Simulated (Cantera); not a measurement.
**CO2 + O2 + H2 (abatement and gas-phase synthesis)**

Input: 1 mol CO2, 0.046 mol O2, 0.049 mol H2, equilibrated at 0.133 bar.

Cantera equilibrium calculation (NASA polynomials, part measured and part estimated; ideal gas, pure solids and liquids). Candidate condensed phases: C, C6H6, C7H8, C8H18, H2O; 110 gas species. The numbers say what is thermodynamically allowed, not how fast it happens.

```csv
T (K),x CO2,x CO,x O,x O2,x H2O,x H,x OH
2250,0.815,0.0790,0.00241,0.0569,0.0405,0.000546,0.00461
2350,0.754,0.119,0.00495,0.0750,0.0378,0.00110,0.00690
2450,0.678,0.168,0.00958,0.0963,0.0341,0.00206,0.00982
2550,0.591,0.224,0.0175,0.119,0.0297,0.00360,0.0132
2650,0.497,0.282,0.0300,0.141,0.0247,0.00592,0.0168
2750,0.403,0.338,0.0486,0.159,0.0194,0.00914,0.0200
2850,0.314,0.388,0.0746,0.171,0.0142,0.0132,0.0223
2950,0.236,0.428,0.109,0.174,0.00957,0.0180,0.0232
3050,0.172,0.456,0.150,0.168,0.00593,0.0230,0.0225
3150,0.121,0.474,0.198,0.153,0.00339,0.0278,0.0203
```
x: gas mole fraction; nothing condenses.

From 2250 K to 3150 K nothing is condensed. The main C-bearing gas is CO2 at 2250 K and CO at 3150 K.
